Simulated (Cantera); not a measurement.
A closed system holds: 1 mol SiH₄, 0.41 mol C₂H₄, 840 mol H₂, equilibrated at 16.0 mbar.

These are equilibrium values from Cantera (NASA tables, ideal gas, pure condensed phases), not measurements of a reactor. Candidate condensed phases: C, C₆H₆, C₇H₈, C₈H₁₈, Si, SiC; 87 gas species. Mutual solubility and eutectic melting of coexisting phases are not modelled. Gases not in the tables: Si₂H₆ and higher silanes. Kinetics and transport are ignored.

**Question.** Which condensed phases are stable at each of these points (T (K)): 1773, 1823, 1873, 1923, 1973, 2023, 2073, 2123, 2173, 2223, 2273, 2323, 2373?

**Answer.** 
```csv
T (K),condensed phases,Si condensed (%)
1773,Si(l) + SiC(s),84.6
1823,SiC(s),81.7
1873,SiC(s),81.1
1923,SiC(s),78.3
1973,SiC(s),69.6
2023,SiC(s),51.1
2073,SiC(s),16.9
2123,gas only,0.0
2173,gas only,0.0
2223,gas only,0.0
2273,gas only,0.0
2323,gas only,0.0
2373,gas only,0.0
```

At 1773 K the condensed part is Si(l) + SiC(s). From 1823 K to 2073 K the condensed part is SiC(s). From 2123 K to 2373 K nothing is condensed.
